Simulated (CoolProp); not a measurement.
Properties of nitrogen along the isotherm -204.95 °C (Tc = -147.0 °C, pc = 3396 kPa, ω = 0.037).

Computed with CoolProp (reference Helmholtz-energy equation of state, Span 2000).

```
p (kPa)   phase  cp (kJ/(kg K))  isothermal compressibility (1/MPa)  expansivity (1/kK)  viscosity (µPa s)  fugacity coefficient
-------  ------  --------------  ----------------------------------  ------------------  -----------------  --------------------
16.1        gas           1.058                               62.72               15.09               4.74                0.9905
28.6        gas           1.073                               35.59               15.45               4.75                0.9832
50.9     liquid           2.010                            0.002334               5.014                240                0.5680
90.6     liquid           2.010                            0.002332               5.011                240                0.3198
161      liquid           2.009                            0.002328               5.006                240                0.1807
286      liquid           2.008                            0.002322               4.996                241                0.1025
509      liquid           2.007                            0.002310               4.979                242                     …
906      liquid           2.004                            0.002290               4.949                243               0.03354
1610     liquid           1.999                            0.002255                   …                  …               0.01966
2860     liquid           1.992                            0.002197               4.808                249               0.01190
5090     liquid           1.979                            0.002100               4.660                257              0.007610
```

### Question
Fill in the missing entries.

### Answer

- 509, fugacity coefficient: 0.05834
- 1610, expansivity (1/kK): 4.897
- 1610, viscosity (µPa s): 245

Viscosity comes from a separate model (Lemmon 2004).
